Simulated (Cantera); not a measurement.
Feed: 1 mol B₂O₃, 0.63 mol N₂, held at 873 K and 8.00 mbar.

These are equilibrium values from Cantera (NASA tables, ideal gas, pure condensed phases), not measurements of a reactor. Candidate condensed phases: B, BN, B₂O₃; 17 gas species. Kinetics and transport are ignored.

Base state: N₂ 1.00 (mole fractions); condensed: B₂O₃(l).

What changes in the equilibrium state with this change: temperature from 873 K to 2100 K?


```
species       before     after
------------  ------  --------
B₂O₃           <1e-9     0.597
N₂              1.00     0.383
BO₂            <1e-9    0.0100
BO             <1e-9   0.00876
B₂O₂           <1e-9  0.000852
O              <1e-9   8.40e-5
B₂O₃(l), mol    1.00         0
```
